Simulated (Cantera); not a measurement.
Feed: 1 mol SiCl₄, 0.88 mol Cl₂, 8.3 mol H₂, equilibrated at 852 °C and 18000 Pa.

Method: chemical equilibrium by Gibbs-energy minimisation in Cantera with the NASA 1993 tables (ideal gas, pure condensed phases). Candidate condensed phases: Si; 19 gas species. The tables' values for SiCl₃ are old estimates; treat these amounts as uncertain. Rates play no part.

Base state: H₂ 0.721, HCl 0.181, SiCl₄ 0.0904, SiHCl₃ 0.00626, SiCl₃ 0.00126, SiCl₂ 0.000215, SiH₂Cl₂ 5.32e-5 (mole fractions); condensed: gas only.

Question: What changes in the equilibrium state with this change: temperature from 852 °C to 1325 °C?

Answer: 
```
species    before    after
-------  --------  -------
H₂          0.721    0.601
HCl         0.181    0.308
SiCl₂    0.000215   0.0648
SiCl₄      0.0904  0.00867
SiCl₃     0.00126   0.0151
Cl        1.98e-8  3.94e-5
H         8.89e-8  9.73e-5
SiHCl₃    0.00626  0.00243
```
